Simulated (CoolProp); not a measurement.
R123 at 298.15 K and 6.94 MPa flows at 4.6 m/s in a round tube of 50 mm bore and 45 µm roughness, fully developed (64/Re and Nu = 3.66 if laminar; Colebrook and Gnielinski if turbulent). Each further row changes one setting.

Computed with CoolProp (reference Helmholtz-energy equation of state, Younglove 1994). It is a modified Benedict-Webb-Rubin equation, recast in Helmholtz form.

```
case              Reynolds number  Darcy friction factor  pressure drop (Pa/m)  heat-transfer coefficient (W/(m² K))  mass flow (kg/h)
----------------  ---------------  ---------------------  --------------------  ------------------------------------  ----------------
as stated                  747000                 0.0196                  6140                                  6990             48200
velocity 9.2 m/s          1490000                 0.0194                 24300                                 13900             96400
diameter 100 mm           1490000                 0.0167                  2620                                  6240            193000
```

Viscosity comes from a separate model (Tanaka 1996). Thermal conductivity comes from a separate model (Laesecke 1996).
